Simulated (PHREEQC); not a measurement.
# Metal-bearing waste water: an equilibrium model

A solution holds 57 mmol/kgw Pb(NO3)2 and 0.26 mmol/kgw HCl, at 5 °C. Closed to the air; pH follows from the charge balance.

All values are PHREEQC results (ion-association model, phreeqc.dat), not measurements.

Each row changes one thing in this solution. No solid was allowed to form.

| case | pH | ionic strength (mol/kgw) | NO3- (mol/kgw) | Cl- (mol/kgw) |
|---|---|---|---|---|
| as made | 3.66 | 0.134 | 0.0956 | 0.000198 |
| Pb(NO3)2 replaced by Fe(NO3)3 at the same molality | ? | 0.337 | 0.171 | 0.000218 |
| Pb(NO3)2 from 0.057 to 0.0114 mol/kgw | 3.64 | 0.0312 | 0.0212 | ? |
| diluted 2-fold with water | ? | ? | 0.0503 | ? |

Problem. Complete the blanks.

Solution. 
- Pb(NO3)2 replaced by Fe(NO3)3 at the same molality, pH: 1.92
- Pb(NO3)2 from 0.057 to 0.0114 mol/kgw, Cl- (mol/kgw): 0.000232
- diluted 2-fold with water, pH: 3.95
- diluted 2-fold with water, ionic strength (mol/kgw): 0.0723
- diluted 2-fold with water, Cl- (mol/kgw): 0.000107

Species that the database lacks are ignored. Some of these states are supersaturated (in Hematite (slow to form), Goethite (slow to form), for instance). At this temperature some constants are extrapolated from 25 °C, and those without enthalpy data are left unchanged.
